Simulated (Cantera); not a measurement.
Input: 1 mol SiH₄, 0.45 mol Cl₂, 320 mol H₂, held at 1250 °C and 101000 Pa.

These are equilibrium values from Cantera (NASA tables, ideal gas, pure condensed phases), not measurements of a reactor. Candidate condensed phases: Si; 19 gas species. Equilibrium is a limit: real reactors are often held back by kinetics, nucleation or transport.

Base state: H₂ 0.997, HCl 0.00274, SiCl₂ 2.46e-5, H 2.29e-5 (mole fractions); condensed: Si(s).

Task: What changes in the equilibrium state with this change: temperature from 1250 °C to 750 °C?

Result: 
```tsv
species	before	after
H₂	0.997	0.998
HCl	0.00274	0.00201
SiHCl₃	1.06e-7	0.000152
SiCl₄	2.59e-9	3.63e-5
H	2.29e-5	4.12e-9
SiH₂Cl₂	6.97e-7	7.08e-5
SiCl₂	2.46e-5	7.23e-6
Si(s), mol	0.990	0.910
```

Task: What changes in the equilibrium state with this change: Cl₂ from 0.45 to 0.0056 mol?

Result: 
```
species      before    after
----------  -------  -------
H₂            0.997    1.000
HCl         0.00274  3.48e-5
H           2.29e-5  2.30e-5
SiCl₂       2.46e-5  3.95e-9
Si(s), mol    0.990    0.999
```
